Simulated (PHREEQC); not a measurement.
A solution holds 2.2 mol/kgw KCl, 0.09 mol/kgw NaHCO3 and 0.77 mol/kgw NaCl, at 50 °C. Closed to the air; pH follows from the charge balance.

Model: Pitzer model, pitzer.dat, run in PHREEQC.

No solid was allowed to form.

What pH, density, activity of water does the model give?

pH 7.56; density 1.106 g/cm³; activity of water 0.898.

In which forms is C present?

HCO3- 96 %, CO2 2.1 %, CO3-2 2.1 % of the C.

Complexes and solids missing from the database can't appear. In brines, pH and single-ion activities rest on the MacInnes convention. Constants without temperature data keep their 25 °C values here.
